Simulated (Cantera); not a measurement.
# Ignition delay

Mixture: CH₄ : CO : O₂ : N₂ : H₂O = 1 : 0.6 : 1.21 : 4.55 : 1.8 (molar parts), at 1.00 bar, adiabatic and at constant pressure. Ignition delay is the time to a rise of 400 K.

Computed with Cantera and GRI-Mech 3.0 (53 species, 325 reactions).

```tsv
T0 (K)	delay (ms)
1050	1830
1125	501
1200	153
1275	50.2
1350	17.5
1425	6.51
1500	2.58
1575	1.10
1650	0.516
```

The apparent activation energy between 1500 and 1650 K is 220 kJ/mol.
